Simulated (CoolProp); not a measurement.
A single-stage vapour-compression cycle with the fluid: evaporating at 215.15 K (dew point), condensing at 276.15 K (bubble point), superheat 8 K, subcooling 2 K, compressor efficiency 0.6, no pressure losses. The same conditions are run with several fluids, on thermodynamics alone (safety and materials aside).

Computed with CoolProp (reference Helmholtz-energy equation of state of each fluid (R143a: Lemmon and Jacobsen 2000; R13: Platzer 1990; isobutane: Bücker 2006; R125: Lemmon 2005; R404A: Lemmon 2003)). The equations of Platzer and Polt are older, rougher fits. Blends and air are pseudo-pure fits.

Q: Rank R143a, R13, isobutane, R125, R404A by cooling COP, highest first.

A: isobutane (1.69), R143a (1.60), R404A (1.56), R125 (1.54), R13 (1.37)

| fluid | pressure ratio | discharge temperature (K) | refrigerating effect (kJ/kg) | volumetric capacity (kJ/m³) |
|---|---|---|---|---|
| R143a | 11.5 | 340.4 | 158 | 437 |
| R13 | 6.98 | 332.5 | 79.5 | 1480 |
| isobutane | 16.6 | 333.5 | 287 | 94.9 |
| R125 | 12.1 | 323.0 | 106 | 427 |
| R404A | 12.6 | 336.3 | 137 | 393 |
